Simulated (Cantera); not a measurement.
Transport properties of process gases

Gas mixture: 51.1 % O2, 48.9 % N2O, at 32.0 Pa, frozen composition.

Cantera's kinetic-theory transport with the Lennard-Jones parameters of GRI-Mech 3.0, ideal gas; thermal conductivity in the mixture-averaged form. The composition is frozen, though it would react at the higher temperatures.

```tsv
T (K)	ρ (kg/m³)	cp (J/kg/K)	μ (µPa s)	λ (mW/m/K)	Pr	D (cm²/s) C2H2	D (cm²/s) CH3	D (cm²/s) NH3
400	0.000364	957.8	22.1	29.5	0.719	763	1050	1030
550	0.000265	1036	28.4	40.8	0.721	1350	1840	1890
700	0.000208	1099	33.9	51.4	0.724	2070	2790	2940
850	0.000171	1147	38.9	61.4	0.727	2890	3890	4160
1000	0.000146	1184	43.5	70.8	0.728	3820	5130	5540
1150	0.000127	1209	47.9	79.7	0.727	4840	6490	7070
```
D: mixture-averaged diffusion coefficient of that species in the mixture.
